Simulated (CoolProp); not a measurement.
Vapour pressure (bar) of R1234ze(Z): the reference equation beside estimates from Tc = 423.3 K, pc = 35.31 bar, ω = 0.327.

Values from CoolProp's reference Helmholtz-energy equation of state, Akasaka 2019.

```tsv
T (K)	reference	Lee-Kesler	van der Waals
286.2	(withheld)	1.143	5.917
289.2	1.288	1.282	6.248
292.2	(withheld)	1.434	6.591
295.2	1.601	1.600	6.946
298.2	1.778	1.780	7.313
301.2	1.970	1.975	7.692
304.2	2.177	2.186	8.085
307.2	2.402	2.414	8.490
310.2	2.643	2.660	8.908
313.2	2.903	2.925	9.339
316.2	(withheld)	3.209	(withheld)
319.2	3.482	(withheld)	10.24
322.2	3.803	(withheld)	(withheld)
325.2	4.146	4.187	11.20
```

**Question.** Fill in the missing entries.

**Answer.** 
- 286.2, reference: 1.151
- 292.2, reference: 1.438
- 316.2, reference: 3.183
- 316.2, van der Waals: 9.783
- 319.2, Lee-Kesler: 3.513
- 322.2, Lee-Kesler: 3.839
- 322.2, van der Waals: 10.71

Absolute difference from the reference over all 14 rows, mean and median: Lee-Kesler 0.6 and 0.6 %, van der Waals 273.6 and 262.4 %.
